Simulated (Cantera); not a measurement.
Feed: 1 mol Al(CH3)3, 0.26 mol NH3, 90 mol N2, held at 1252 °C and 0.660 bar.

Cantera equilibrium calculation (NASA polynomials, part measured and part estimated; ideal gas, pure solids and liquids). Candidate condensed phases: Al, AlN, C, C6H6, C7H8, C8H18; 97 gas species. The feed counts by its element totals alone. Kinetics and transport are ignored.

Base state: N2 0.948, H2 0.0516, HCN 0.000278 (mole fractions); condensed: AlN(s) + C(graphite).

Problem. What changes in the equilibrium state with this change: temperature from 1252 °C to 1677 °C?

Solution. 
```csv
species,before,after
N2,0.948,0.947
H2,0.0516,0.0502
HCN,0.000278,0.00263
Al,<1e-9,1.49e-5
H,6.61e-6,0.000316
C2H2 (acetylene),6.24e-7,2.74e-5
HNC,5.08e-6,0.000136
"AlN(s), mol",1.00,0.999
"C(graphite), mol",2.97,2.73
```
